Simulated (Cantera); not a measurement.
What does this Cantera script print?

```python
import numpy as np
import cantera as ct

gas_names = """
    H HO2 H2 H2O H2O2 O OH O2 O3 Si SiH SiH2 SiH3 SiH4 SiO SiO2 Si2 Si3
""".split()
cond_names = """
    H2O(s) H2O(L) Si(cr) Si(L) SiO2(Lqz) SiO2(hqz) SiO2(L)
""".split()


# ... load() reads the species with a 1 bar reference pressure and builds the phases ...
atoms = {
    'Si': {'Si': 1},
    'O2': {'O': 2},
    'H2': {'H': 2},
}
top_T = {}  # K; cautious upper limits of use, not melting points


# ... equilibrate(T, P, feed) seeds the gas with the atoms and calls Mixture.equilibrate('TP', solver="vcs", rtol=1e-11, max_steps=5000) ...
results = []
feed = {'Si': 1, 'O2': 0.029, 'H2': 14}  # mol
P = 100000  # Pa
for T in [1673, 1723, 1773, 1823, 1873, 1923, 1973, 2023, 2073, 2123]:
    mix = equilibrate(T, P, feed)
    results.append((T, P, feed, dict(zip(mix.species_names, mix.species_moles))))

top = {s: max(r[3][s] / sum(r[3][g] for g in gas_names) for r in results) for s in gas_names}
cols = sorted((s for s in top if top[s] > 0.001), key=lambda s: -top[s])[:9]
seen = [c for c in cond_names if any(r[3].get(c, 0) > 1e-12 for r in results)]
print("log10 of partial pressures in bar; condensed amounts in mol")
print(f"{'T/K':>10s}" + "".join(f"{s[:9]:>10s}" for s in cols + seen))
for T, P, feed, n in results:
    ng = sum(n[g] for g in gas_names)
    print(f"{T:10.4g}" + "".join(f"{np.log10(max(n[s] / ng * P / 1e5, 1e-99)):10.3f}" for s in cols)
          + "".join(f"{n.get(c, 0):10.4g}" for c in seen))
```

Output:

```
log10 of partial pressures in bar; condensed amounts in mol
       T/K        H2       SiO         H    Si(cr)     Si(L)
      1673    -0.002    -2.385    -3.944    0.9419         0
      1723    -0.002    -2.385    -3.740         0    0.9418
      1773    -0.002    -2.385    -3.547         0    0.9416
      1823    -0.002    -2.385    -3.364         0    0.9414
      1873    -0.002    -2.385    -3.191         0    0.9411
      1923    -0.002    -2.385    -3.027         0    0.9407
      1973    -0.002    -2.385    -2.871         0      0.94
      2023    -0.003    -2.385    -2.723         0     0.939
      2073    -0.003    -2.385    -2.582         0    0.9375
      2123    -0.004    -2.386    -2.447         0    0.9354
```

Equilibrium computed with Cantera from the NASA thermochemical tables; the gas is ideal and each condensed phase is pure. Gases not in the tables: Si2H6 and higher silanes.
